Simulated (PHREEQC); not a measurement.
A solution holds 34 mmol/kgw NaF, at 55 °C. Closed to the air; pH follows from the charge balance.

Model: ion-association model, wateq4f.dat, run in PHREEQC.

```tsv
quantity	before	after
pH	7.50	8.49
ionic strength (mol/kgw)	0.0336	0.0340
```

**Question.** What was changed between the two runs?
(A) diluted 100-fold with water
(B) NaF replaced by NaAlO2 at the same molality
(C) temperature from 55 to 45 °C
(D) NaF from 0.034 to 0.0034 mol/kgw
(E) NaF replaced by Na2CO3 at the same molality

**Answer.** B, NaF replaced by NaAlO2 at the same molality

Precipitation was switched off in this run. Some of these states are supersaturated (in Al(OH)3(a), Boehmite (slow to form), for instance). At this temperature some constants are extrapolated from 25 °C, and those without enthalpy data are left unchanged.
